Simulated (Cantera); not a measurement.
Input: 1 mol NF3, 0.76 mol H2O, 41 mol N2, held at 2548.15 K and 1.33 mbar.

Cantera equilibrium calculation (NASA polynomials, part measured and part estimated; ideal gas, pure solids and liquids). Candidate condensed phases: H2O; 40 gas species. Kinetics and transport are ignored.

Base state: N2 0.916, F 0.0343, HF 0.0319, O 0.0137, NO 0.00160, H 0.00158, O2 0.000743, OH 4.60e-5 (mole fractions); condensed: gas only.

Q: What changes in the equilibrium state with this change: pressure from 1.33 mbar to 1.00 bar?

A: 
| species | before | after |
|---|---|---|
| N2 | 0.916 | 0.922 |
| HF | 0.0319 | 0.0338 |
| F | 0.0343 | 0.0330 |
| O | 0.0137 | 0.00137 |
| O2 | 0.000743 | 0.00557 |
| H | 0.00158 | 2.32e-6 |
| N | 1.19e-5 | 4.35e-7 |

Q: What changes in the equilibrium state with this change: N2 from 41 to 0.6 mol?

A: 
```json
[
 {"species": "HF", "before": "0.0319", "after": "0.321"},
 {"species": "F", "before": "0.0343", "after": "0.317"},
 {"species": "N2", "before": "0.916", "after": "0.231"},
 {"species": "O2", "before": "0.000743", "after": "0.0327"},
 {"species": "O", "before": "0.0137", "after": "0.0906"},
 {"species": "OH", "before": "4.60e-5", "after": "0.000332"},
 {"species": "NO", "before": "0.00160", "after": "0.00534"},
 {"species": "N", "before": "1.19e-5", "after": "5.96e-6"},
 {"species": "H", "before": "0.00158", "after": "0.00172"}
]
```
